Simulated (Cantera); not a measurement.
A closed system holds: 1 mol c-C₄F₈, 0.1 mol HCl, 3.2 mol H₂, equilibrated at 3102 °C and 750 Torr.

Cantera equilibrium calculation (NASA polynomials, part measured and part estimated; ideal gas, pure solids and liquids). Candidate condensed phases: C, C₆H₆, C₇H₈, C₈H₁₈; 118 gas species. The feed counts by its element totals alone. Kinetics and transport are ignored.

Base state: HF 0.779, F 0.131, CF 0.0300, CF₂ 0.0198, H 0.0131, Cl 0.0111, C₃ 0.0107, C 0.00120 (mole fractions); condensed: C(graphite).

Problem. What changes in the equilibrium state with this change: temperature from 3102 °C to 1425 °C?

Solution. 
| species | before | after |
|---|---|---|
| HF | 0.779 | 0.928 |
| CF₄ | 5.52e-6 | 0.0571 |
| HCl | 0.00112 | 0.0121 |
| F | 0.131 | 1.86e-5 |
| C₃ | 0.0107 | <1e-9 |
| CF | 0.0300 | 1.47e-8 |
| H | 0.0131 | 1.01e-7 |
| CF₂ | 0.0198 | 0.000138 |
| Cl | 0.0111 | 0.00195 |
| C | 0.00120 | <1e-9 |
| C₂ | 0.00117 | <1e-9 |
| C₂H | 0.000589 | <1e-9 |
| C₅ | 0.000538 | <1e-9 |
| C(graphite), mol | 3.26 | 3.60 |
Gases not in the tables: C₂F₆ and larger saturated fluorocarbons.
